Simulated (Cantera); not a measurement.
Cantera run, input and output.

```python
import numpy as np
import cantera as ct

gas = ct.Solution("gri30.yaml")
gas.TPX = 675, 52000, {'CH4': 1, 'O2': 1.25, 'N2': 4.7, 'H2O': 1.4, 'CO2': 0.021}
inlet = ct.Reservoir(gas, clone=True)
gas.equilibrate("HP")  # start burning
reactor = ct.IdealGasConstPressureReactor(gas, energy="on", clone=False)
exhaust = ct.Reservoir(gas, clone=True)
tau = [0.35, 0.15, 0.062, 0.026, 0.011, 0.0046, 0.0019, 0.00081, 0.00034, 0.00014, 6e-05, 2.5e-05][0]
for a, b in ((inlet, reactor), (reactor, exhaust)):
    ct.MassFlowController(a, b, mdot=lambda t: reactor.mass / tau)
net = ct.ReactorNet([reactor])
show = ['CH4', 'O2', 'H2O', 'OH', 'CH2CO']

rows = []
print(f"{'tau/s':>10s}{'T/K':>9s}" + "".join(f"{s:>11s}" for s in show))
for tau in [0.35, 0.15, 0.062, 0.026, 0.011, 0.0046, 0.0019, 0.00081, 0.00034, 0.00014, 6e-05, 2.5e-05]:
    net.initial_time = 0.0
    net.advance(30 * tau)
    before = gas.X
    net.advance(40 * tau)
    drift = np.max(np.abs(gas.X - before) / (gas.X + 1e-9))
    rows.append([gas.T, *gas[show].X, drift])
    print(f"{tau:10.3e}{gas.T:9.1f}" + "".join(f"{x:11.3e}" for x in gas[show].X))
```

It prints:

```
     tau/s      T/K        CH4         O2        H2O         OH      CH2CO
 3.500e-01   1873.0  1.241e-03  1.534e-04  2.770e-01  9.839e-05  2.000e-06
 1.500e-01   1874.1  1.812e-03  3.080e-04  2.786e-01  1.176e-04  4.764e-06
 6.200e-02   1873.4  2.429e-03  6.113e-04  2.806e-01  1.479e-04  1.004e-05
 2.600e-02   1869.1  3.037e-03  1.164e-03  2.825e-01  1.902e-04  1.835e-05
 1.100e-02   1858.9  3.728e-03  2.192e-03  2.843e-01  2.432e-04  3.068e-05
 4.600e-03   1836.8  4.830e-03  4.341e-03  2.859e-01  2.970e-04  5.136e-05
 1.900e-03   1773.7  8.007e-03  1.084e-02  2.863e-01  2.881e-04  1.120e-04
 8.100e-04    675.0  1.195e-01  1.493e-01  1.672e-01  5.263e-20 -1.281e-17
 3.400e-04    675.0  1.195e-01  1.493e-01  1.672e-01  2.380e-20 -1.387e-19
 1.400e-04    675.0  1.195e-01  1.493e-01  1.672e-01  1.106e-20 -5.768e-23
 6.000e-05    675.0  1.195e-01  1.493e-01  1.672e-01  6.043e-21 -3.966e-26
 2.500e-05    675.0  1.195e-01  1.493e-01  1.672e-01  3.741e-21 -7.690e-29
```

Model: GRI-Mech 3.0 (53 species, 325 reactions), integrated in Cantera.
